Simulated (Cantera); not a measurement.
A closed system holds: 1 mol MgF₂, 6.2 mol H₂, 180 mol N₂, equilibrated at 975 °C.

Method: chemical equilibrium by Gibbs-energy minimisation in Cantera with the NASA 1993 tables (ideal gas, pure condensed phases). Candidate condensed phases: Mg, MgF₂; 28 gas species. Rates play no part.

x: gas mole fraction; n: condensed amount in mol.

| P (Pa) | x N₂ | x H₂ | x HF | x Mg | x MgF₂ | x MgF | n MgF₂(s) |
|---|---|---|---|---|---|---|---|
| 0.100 | 0.958 | 0.0290 | (withheld) | 0.00394 | 0.00127 | 0.000108 | 0 |
| 0.720 | 0.959 | 0.0303 | (withheld) | 0.00261 | 0.00259 | 0.000126 | 0 |
| 5.20 | 0.962 | 0.0317 | (withheld) | 0.00134 | 0.00249 | 8.84e-5 | 0.266 |
| 37 | 0.966 | 0.0329 | (withheld) | 0.000370 | 0.000350 | 1.74e-5 | 0.863 |
| 270 | 0.966 | 0.0332 | (withheld) | 9.91e-5 | 4.79e-5 | 3.33e-6 | 0.972 |
| 1900 | 0.967 | 0.0333 | (withheld) | 2.71e-5 | 6.81e-6 | 6.56e-7 | 0.994 |
| 14000 | 0.967 | 0.0333 | (withheld) | 7.17e-6 | 9.24e-7 | 1.24e-7 | 0.998 |
| 100000 | 0.967 | 0.0333 | (withheld) | 1.93e-6 | 1.29e-7 | 2.42e-8 | 1.000 |

Task: Fill in the missing entries.

Result: 
- 0.100, x HF: 0.00799
- 0.720, x HF: 0.00535
- 5.20, x HF: 0.00278
- 37, x HF: 0.000757
- 270, x HF: 0.000201
- 1900, x HF: 5.48e-5
- 14000, x HF: 1.45e-5
- 100000, x HF: 3.90e-6
